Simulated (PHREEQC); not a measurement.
Acid mine or pickling water: an equilibrium model

A made-up water analysis in mg/kgw, 46 °C, pH 2.52:

| constituent | mg/kgw |
|---|---|
| Na | 2390 |
| K | 789 |
| Ca | 174 |
| Mg | 45.3 |
| Cl | 390 |
| S(6) as SO4 | 6680 |
| B | 3.32 |

Valence states are taken as typed.

Equilibrium calculation in PHREEQC: Pitzer model, pitzer.dat.

Precipitation was switched off in this run.

**Question.** Predict the ionic strength, charge-balance error, osmotic coefficient.

**Answer.** ionic strength 0.206 mol/kgw; charge-balance error 0.4 %; osmotic coefficient 0.814.

**Question.** In which forms is S present?

**Answer.** SO4-2 85 %, HSO4- 15 % of the S.

Constants without temperature data keep their 25 °C values here.
